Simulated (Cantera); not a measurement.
Input: 1 mol Ta, 0.97 mol O₂, 1.5 mol CH₄, held at 13.3 mbar.

Method: chemical equilibrium by Gibbs-energy minimisation in Cantera with the NASA 1993 tables (ideal gas, pure condensed phases). Candidate condensed phases: C, C₆H₆, C₇H₈, C₈H₁₈, H₂O, Ta, TaC, Ta₂O₅; 113 gas species. Mutual solubility and eutectic melting of coexisting phases are not modelled. Condensed phases not in the tables: Ta₂C, N, O or C dissolved in the metal. The numbers say what is thermodynamically allowed, not how fast it happens.

**Question.** At 2023 K, list the 6 most abundant gas species with their mole fractions, and the condensed phases.

**Answer.** H₂ 0.654, CO 0.331, H 0.0133, H₂O 0.00132, CO₂ 0.000143, TaO₂ 0.000117. Condensed: Ta(s) + Ta₂O₅(s).
